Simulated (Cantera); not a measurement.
Cantera with NASA thermochemical tables; ideal gases at 1 bar, condensed phases pure. Values are per mole of reaction as written; species without (g) are pure solids or liquids, kept so even where they would boil at 1 bar.

K2SO4 ⇌ 2 O(g) + 2 K + SO2(g)

```tsv
T (K)	ΔH° (kJ)	ΔS° (J/K)	ΔG° (kJ)	log10 K	condensed phases
300	1639.3	524.2	1482.0	-258.04	K2SO4(s), K(s)
775	1637.2	528.7	1227.5	-82.73	K2SO4(s), K(l)
875	1624.3	513.4	1175.1	-70.15	K2SO4(s), K(l)
975	1621.0	509.8	1123.9	-60.21	K2SO4(s), K(l)
1075	(withheld)	(withheld)	(withheld)	(withheld)	K2SO4(s), K(l)
1175	1612.5	502.0	1022.7	-45.46	K2SO4(s), K(l)
1275	(withheld)	(withheld)	(withheld)	(withheld)	K2SO4(s), K(l)
1375	1568.5	468.7	924.0	-35.10	K2SO4(l), K(l)
```

Problem. Some entries are withheld; supply them.

Solution. 
- 1075, ΔH° (kJ): 1617.0
- 1075, ΔS° (J/K): 505.9
- 1075, ΔG° (kJ): 1073.1
- 1075, log10 K: -52.14
- 1275, ΔH° (kJ): 1607.5
- 1275, ΔS° (J/K): 497.9
- 1275, ΔG° (kJ): 972.7
- 1275, log10 K: -39.85
